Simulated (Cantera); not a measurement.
A perfectly stirred reactor is fed with CH4 : O2 : N2 = 1 : 1.25 : 7.75 (molar parts), equivalence ratio 1.6, at 2.00 bar; it is adiabatic with a 300 K inlet, and is followed from long to short residence time, starting on the burning branch (τ in s: 0.14, 0.05, 0.018, 0.0067, 0.0024, 0.00088, 0.00032, 0.00012, 4.3e-05, 1.6e-05).

Computed with Cantera and GRI-Mech 3.0 (53 species, 325 reactions).

Task: What does this change do: inlet temperature 300 to 748 K?

Result: 
| quantity | before | after |
|---|---|---|
| blow-out, bracketed by the residence times tried | burning at 50.0 ms, out at 18.0 ms | burning at 2.40 ms, out at 0.880 ms |
| x(CH4) at τ = 0.140 s | 0.0126 | 0.00374 |
| x(O2) at τ = 0.140 s | 0.00394 | 0.000333 |
| x(NO) at τ = 0.140 s | 9.67e-9 | 5.30e-6 |
| x(H2O2) at τ = 0.140 s | 2.79e-8 | 3.13e-9 |
| x(C2H) at τ = 0.140 s | 1.98e-9 | 4.66e-8 |
| x(CH4) at τ = 0.880 ms | 0.100 | 0.100 |
| x(O2) at τ = 0.880 ms | 0.125 | 0.125 |
| x(NO) at τ = 0.880 ms | <1e-12 | <1e-12 |
| x(H2O2) at τ = 0.880 ms | <1e-12 | <1e-12 |
| x(C2H) at τ = 0.880 ms | <1e-12 | <1e-12 |

Task: What does this change do: inlet temperature 300 to 700 K?

Result: 
| quantity | before | after |
|---|---|---|
| blow-out, bracketed by the residence times tried | burning at 50.0 ms, out at 18.0 ms | burning at 2.40 ms, out at 0.880 ms |
| x(CH4) at τ = 0.140 s | 0.0126 | 0.00466 |
| x(O2) at τ = 0.140 s | 0.00394 | 0.000449 |
| x(NO) at τ = 0.140 s | 9.67e-9 | 2.66e-6 |
| x(H2O2) at τ = 0.140 s | 2.79e-8 | 3.89e-9 |
| x(C2H) at τ = 0.140 s | 1.98e-9 | 4.09e-8 |
| x(CH4) at τ = 0.880 ms | 0.100 | 0.100 |
| x(O2) at τ = 0.880 ms | 0.125 | 0.125 |
| x(NO) at τ = 0.880 ms | <1e-12 | <1e-12 |
| x(H2O2) at τ = 0.880 ms | <1e-12 | <1e-12 |
| x(C2H) at τ = 0.880 ms | <1e-12 | <1e-12 |
